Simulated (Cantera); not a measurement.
Charge: 1 mol CH3OH, 0.028 mol NH3, 1.5 mol N2, equilibrated at 1000 Pa.

Method: chemical equilibrium by Gibbs-energy minimisation in Cantera with the NASA 1993 tables (ideal gas, pure condensed phases). Candidate condensed phases: C, C6H6, C7H8, C8H18, H2O; 136 gas species. The numbers say what is thermodynamically allowed, not how fast it happens.

Which condensed phases are stable at each of these points (T (°C)): 802, 902, 1002, 1102, 1202, 1302, 1402, 1502, 1602?


| T (°C) | condensed phases | C condensed (%) |
|---|---|---|
| 802 | C(graphite) | 0.0 |
| 902 | gas only | 0.0 |
| 1002 | gas only | 0.0 |
| 1102 | gas only | 0.0 |
| 1202 | gas only | 0.0 |
| 1302 | gas only | 0.0 |
| 1402 | gas only | 0.0 |
| 1502 | gas only | 0.0 |
| 1602 | gas only | 0.0 |

At 802 °C the condensed part is C(graphite). From 902 °C to 1602 °C nothing is condensed.
